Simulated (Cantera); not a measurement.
# Formation from one mole of O2

Cantera with NASA thermochemical tables; ideal gases at 1 bar, condensed phases pure. Values are per mole of reaction as written; species without (g) are pure solids or liquids, kept so even where they would boil at 1 bar.

Nb + O2(g) → NbO2

```tsv
T (K)	ΔH° (kJ)	ΔS° (J/K)	ΔG° (kJ)	log10 K	condensed phases
400	-794.3	-185.3	-720.2	94.05	Nb(s), NbO2(s)
600	-792.1	-180.9	-683.6	59.51	Nb(s), NbO2(s)
800	-789.0	-176.5	-647.8	42.30	Nb(s), NbO2(s)
1000	-784.7	-171.7	-613.0	32.02	Nb(s), NbO2(s)
1200	-775.7	-163.5	-579.5	25.23	Nb(s), NbO2(s)
1400	-772.1	-160.7	-547.1	20.41	Nb(s), NbO2(s)
1600	-768.8	-158.5	-515.2	16.82	Nb(s), NbO2(s)
1800	-765.9	-156.8	-483.7	14.04	Nb(s), NbO2(s)
2000	-763.3	-155.4	-452.4	11.82	Nb(s), NbO2(s)
2200	-668.9	-112.0	-422.5	10.03	Nb(s), NbO2(l)
```

2 Pb + O2(g) → 2 PbO(g)

```tsv
T (K)	ΔH° (kJ)	ΔS° (J/K)	ΔG° (kJ)	log10 K	condensed phases
400	138.8	140.2	82.7	-10.80	Pb(s)
600	135.1	132.8	55.5	-4.83	Pb(s)
800	121.3	110.7	32.8	-2.14	Pb(l)
1000	117.3	106.2	11.1	-0.58	Pb(l)
1200	113.5	102.7	-9.8	0.43	Pb(l)
1400	109.8	99.9	-30.0	1.12	Pb(l)
1600	106.1	97.4	-49.8	1.62	Pb(l)
1800	102.4	95.2	-69.0	2.00	Pb(l)
2000	98.6	93.2	-87.9	2.29	Pb(l)
2200	94.7	91.4	-106.3	2.52	Pb(l)
```

C + O2(g) → CO2(g)

```csv
T (K),ΔH° (kJ),ΔS° (J/K),ΔG° (kJ),log10 K
400,-393.6,2.7,-394.7,51.54
600,-393.8,2.3,-395.2,34.40
800,-394.2,1.7,-395.6,25.83
1000,-394.6,1.2,-395.9,20.68
1200,-395.0,0.9,-396.1,17.24
1400,-395.5,0.5,-396.2,14.78
1600,-395.9,0.2,-396.3,12.94
1800,-396.3,0.0,-396.3,11.50
2000,-396.8,-0.3,-396.3,10.35
2200,-397.4,-0.5,-396.2,9.41
```
